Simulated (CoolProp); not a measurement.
Vapour pressure (kPa) of oxygen: the reference equation beside estimates from Tc = 154.6 K, pc = 5046 kPa, ω = 0.022. Clausius-Clapeyron is anchored at 111.5 K with a constant enthalpy of vaporisation of 6.000 kJ/mol.

Model: reference Helmholtz-energy equation of state, Schmidt 1985, in CoolProp.

| T (K) | reference | Clausius-Clapeyron | van der Waals | Redlich-Kwong |
|---|---|---|---|---|
| 106.9 | 436.1 | 455.5 | 949.9 | 397.5 |
| 111.5 | 601.8 | 601.8 | 1176 | 564.9 |
| 116 | 804.3 | 773.5 | 1428 | 772.3 |
| 120.5 | 1052 | 975.8 | 1713 | 1028 |
| 125 | 1351 | 1211 | 2032 | 1338 |
| 129.5 | 1706 | 1480 | 2385 | 1706 |
| 134.1 | 2133 | 1791 | 2784 | 2148 |
| 138.6 | 2621 | 2133 | 3211 | 2650 |
| 143.1 | 3185 | 2513 | 3677 | 3223 |

Absolute difference from the reference over all 9 rows, mean and median: Clausius-Clapeyron 10.5 and 10.4 %, van der Waals 56.9 and 50.4 %, Redlich-Kwong 2.8 and 1.2 %.
